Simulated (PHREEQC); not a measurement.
PHREEQC input (ion-association model, wateq4f.dat):

```
SOLUTION_MASTER_SPECIES
  An  An-  0  An  62.0  # stands for a non-complexing anion
SOLUTION_SPECIES
  An- = An-
    -log_k 0
    -gamma 3.0 0
PHASES
  Fix_H+
    H+ = H+
    -log_k 0
SOLUTION 1
  temp 25
  units mmol/kgw
  pH 7 charge
  As(5) 0.0055
  Na 300.011
  S(6) 0.00028
  Zn 0.00028
  An 300
END
SELECTED_OUTPUT 1
  -reset false
  -pH true
  -pe true
  -ionic_strength true
  -water true
  -totals As Na S Zn As(3) As(5) S(-2) S(6)
  -molalities Hfo_wOH Hfo_wOH2+ Hfo_wO- Hfo_sOH Hfo_sOH2+ Hfo_sO- Hfo_wH2AsO4 Hfo_wHAsO4- Hfo_wOHAsO4-3 Hfo_wSO4-
    Hfo_wOHSO4-2 Hfo_sOZn+ Hfo_wOZn+
  -saturation_indices Zn(OH)2-e Zn4(OH)6SO4 Zn3(AsO4)2:2.5w Mirabilite Goslarite
USER_PUNCH 1
  -headings sigma psi
  10 PUNCH EDL("sigma", "Hfo"), EDL("psi", "Hfo")
PRINT
  -reset false
USE solution 1
SURFACE 1
  Hfo_wOH 0.000121348 600 0.054
  Hfo_sOH 3.03371e-06
EQUILIBRIUM_PHASES 1
  Fix_H+ -4 HAn 10
    -force_equality true
  O2(g) -0.68 10
END
# ... the last block is repeated for the other 12 points of pH, with NaOH or the acid as the point needs
```

Selected output (columns that matter, 13 of 13 rows; pH added in front):

```
pH	mu	As	Na	S	Zn	m_Hfo_wOH	m_Hfo_wOH2+	m_Hfo_wO-	si_Zn(OH)2-e	si_Zn4(OH)6SO4	si_Mirabilite	si_Goslarite	sigma	psi
4	0.30019	1.8206e-09	0.30001	1.5943e-07	2.7999e-07	5.9022e-06	0.00010982	7.2669e-09	-10.599	-40.326	-7.7946	-12.7	0.32587	0.11951
4.67	0.30009	1.0915e-09	0.30001	1.8962e-07	2.7976e-07	1.8473e-05	9.7205e-05	8.0422e-08	-9.2595	-36.231	-7.7184	-12.624	0.2824	0.11233
5.33	0.30005	9.2366e-10	0.30001	2.3634e-07	2.7617e-07	3.8721e-05	7.6636e-05	4.4819e-07	-7.9451	-32.198	-7.6225	-12.534	0.21339	0.098407
6	0.30004	1.1436e-09	0.30001	2.6906e-07	2.299e-07	5.8537e-05	5.5895e-05	1.4044e-06	-6.6849	-28.441	-7.5661	-12.557	0.13809	0.077498
6.67	0.30002	2.2162e-09	0.30001	2.7835e-07	6.5899e-08	7.2645e-05	4.0186e-05	3.0084e-06	-5.8883	-26.579	-7.5514	-13.086	0.076499	0.051888
7.33	0.30002	8.0784e-09	0.30001	2.798e-07	5.7154e-09	8.1422e-05	2.9226e-05	5.1966e-06	-5.6338	-26.879	-7.5491	-14.149	0.031059	0.023957
8	0.30001	4.5772e-08	0.30001	2.7998e-07	3.9881e-10	8.6773e-05	2.0826e-05	8.2825e-06	-5.4774	-27.593	-7.5488	-15.332	-0.006687	-0.0053373
8.67	0.30002	2.4304e-07	0.30002	2.8e-07	5.0469e-11	8.9106e-05	1.355e-05	1.3424e-05	-5.2895	-28.182	-7.5488	-16.484	-0.044544	-0.033248
9.33	0.30005	8.5864e-07	0.30006	2.8e-07	3.9902e-11	8.625e-05	7.3931e-06	2.3051e-05	-5.0242	-28.44	-7.5487	-17.539	-0.088027	-0.057563
10	0.30018	2.0928e-06	0.3002	2.8e-07	8.8412e-11	7.4464e-05	3.1509e-06	4.0314e-05	-4.6495	-28.282	-7.5485	-18.505	-0.14282	-0.079062
10.67	0.30074	3.7759e-06	0.30077	2.8e-07	3.2564e-10	5.329e-05	9.959e-07	6.5325e-05	-4.1438	-27.6	-7.5474	-19.339	-0.21058	-0.0977
11.33	0.30322	5.02e-06	0.30326	2.8e-07	2.6566e-09	2.8761e-05	2.0622e-07	9.1889e-05	-3.4597	-26.185	-7.5431	-19.977	-0.28277	-0.11213
12	0.31487	5.4071e-06	0.31491	2.8e-07	6.8668e-08	1.0186e-05	2.1406e-08	0.00011104	-2.6023	-24.104	-7.5231	-20.47	-0.33855	-0.12024
```

Complexes and solids missing from the database can't appear. The database has no arsenate complexes of Zn.
